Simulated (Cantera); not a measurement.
An isothermal, constant-pressure homogeneous reactor starts with 6.67 % CH₄, 93.3 % N₂, at 1600 K and 0.310 bar.

Model: GRI-Mech 3.0 (53 species, 325 reactions), integrated in Cantera. GRI-Mech 3.0 stops at C3 and has no aromatics, soot or wall deposition, so with more carbon than oxygen in the feed, carbon stays in small species such as C2H2 where larger ones or solid carbon would form.

x: mole fraction; the columns are a selection and need not sum to one.

```json
[
 {"t (s)": "0.000700", "x CH₄": "0.0666", "x H": "9.90e-8", "x CH₂": "(withheld)", "x H₂": "3.22e-5", "x C₂H₄": "9.51e-7", "x C₂H": "<1e-12", "x CH₃": "5.82e-5"},
 {"t (s)": "0.00255", "x CH₄": "0.0664", "x H": "2.40e-7", "x CH₂": "(withheld)", "x H₂": "0.000181", "x C₂H₄": "3.43e-5", "x C₂H": "3.58e-12", "x CH₃": "0.000171"},
 {"t (s)": "0.00931", "x CH₄": "0.0644", "x H": "1.34e-6", "x CH₂": "8.43e-8", "x H₂": "0.00201", "x C₂H₄": "0.000671", "x C₂H": "2.53e-10", "x CH₃": "0.000368"},
 {"t (s)": "0.0340", "x CH₄": "0.0535", "x H": "5.92e-6", "x CH₂": "8.95e-8", "x H₂": "0.0161", "x C₂H₄": "0.00208", "x C₂H": "4.79e-9", "x CH₃": "0.000342"},
 {"t (s)": "0.124", "x CH₄": "0.0356", "x H": "1.21e-5", "x CH₂": "(withheld)", "x H₂": "0.0429", "x C₂H₄": "0.000557", "x C₂H": "1.32e-8", "x CH₃": "0.000197"},
 {"t (s)": "0.452", "x CH₄": "0.0162", "x H": "1.99e-5", "x CH₂": "(withheld)", "x H₂": "0.0707", "x C₂H₄": "0.000148", "x C₂H": "2.21e-8", "x CH₃": "9.16e-5"},
 {"t (s)": "1.65", "x CH₄": "0.00477", "x H": "2.65e-5", "x CH₂": "(withheld)", "x H₂": "0.0869", "x C₂H₄": "9.41e-5", "x C₂H": "2.96e-8", "x CH₃": "2.94e-5"},
 {"t (s)": "6.01", "x CH₄": "0.00124", "x H": "2.93e-5", "x CH₂": "(withheld)", "x H₂": "0.0919", "x C₂H₄": "9.66e-5", "x C₂H": "3.27e-8", "x CH₃": "8.05e-6"},
 {"t (s)": "21.9", "x CH₄": "0.000519", "x H": "2.99e-5", "x CH₂": "(withheld)", "x H₂": "0.0929", "x C₂H₄": "9.83e-5", "x C₂H": "3.34e-8", "x CH₃": "3.40e-6"},
 {"t (s)": "80.0", "x CH₄": "0.000477", "x H": "3.00e-5", "x CH₂": "9.38e-10", "x H₂": "0.0930", "x C₂H₄": "9.84e-5", "x C₂H": "3.35e-8", "x CH₃": "3.12e-6"}
]
```

Q: Complete the blanks.

A: 
- 0.000700, x CH₂: 2.36e-9
- 0.00255, x CH₂: 1.91e-8
- 0.124, x CH₂: 4.71e-8
- 0.452, x CH₂: 2.31e-8
- 1.65, x CH₂: 8.26e-9
- 6.01, x CH₂: 2.39e-9
- 21.9, x CH₂: 1.02e-9
